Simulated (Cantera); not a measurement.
A closed system holds: 1 mol SiC, 0.0091 mol H₂O, 900 mol N₂, equilibrated at 1100 Pa.

These are equilibrium values from Cantera (NASA tables, ideal gas, pure condensed phases), not measurements of a reactor. Candidate condensed phases: C, C₆H₆, C₇H₈, C₈H₁₈, H₂O, Si, SiC, SiO₂, Si₂N₂O, Si₃N₄; 151 gas species. N₂ is the only nitrogen source here; it is nearly inert below about 1500 K, so the nitride shown seldom forms there in practice. Mutual solubility and eutectic melting of coexisting phases are not modelled. The numbers say what is thermodynamically allowed, not how fast it happens.

Problem. Which condensed phases are stable at each of these points (T (K)): 1148, 1198, 1248, 1298, 1348, 1398, 1448, 1498, 1548, 1598, 1648, 1698, 1748, 1798?

Solution. 
```json
[
 {"T (K)": "1148", "condensed phases": "C(graphite) + Si₂N₂O(s) + Si₃N₄(s)", "Si condensed (%)": "100.0"},
 {"T (K)": "1198", "condensed phases": "C(graphite) + Si₂N₂O(s) + Si₃N₄(s)", "Si condensed (%)": "100.0"},
 {"T (K)": "1248", "condensed phases": "C(graphite) + Si₂N₂O(s) + Si₃N₄(s)", "Si condensed (%)": "100.0"},
 {"T (K)": "1298", "condensed phases": "C(graphite) + Si₃N₄(s)", "Si condensed (%)": "100.0"},
 {"T (K)": "1348", "condensed phases": "C(graphite) + Si₃N₄(s)", "Si condensed (%)": "100.0"},
 {"T (K)": "1398", "condensed phases": "SiC(s) + Si₃N₄(s)", "Si condensed (%)": "100.0"},
 {"T (K)": "1448", "condensed phases": "SiC(s) + Si₃N₄(s)", "Si condensed (%)": "100.0"},
 {"T (K)": "1498", "condensed phases": "SiC(s) + Si₃N₄(s)", "Si condensed (%)": "100.0"},
 {"T (K)": "1548", "condensed phases": "SiC(s) + Si₃N₄(s)", "Si condensed (%)": "99.9"},
 {"T (K)": "1598", "condensed phases": "SiC(s) + Si₃N₄(s)", "Si condensed (%)": "99.8"},
 {"T (K)": "1648", "condensed phases": "SiC(s)", "Si condensed (%)": "99.3"},
 {"T (K)": "1698", "condensed phases": "SiC(s)", "Si condensed (%)": "99.1"},
 {"T (K)": "1748", "condensed phases": "SiC(s)", "Si condensed (%)": "98.9"},
 {"T (K)": "1798", "condensed phases": "SiC(s)", "Si condensed (%)": "98.6"}
]
```

From 1148 K to 1248 K the condensed part is C(graphite) + Si₂N₂O(s) + Si₃N₄(s). From 1298 K to 1348 K the condensed part is C(graphite) + Si₃N₄(s). From 1398 K to 1598 K the condensed part is SiC(s) + Si₃N₄(s). From 1648 K to 1798 K the condensed part is SiC(s).
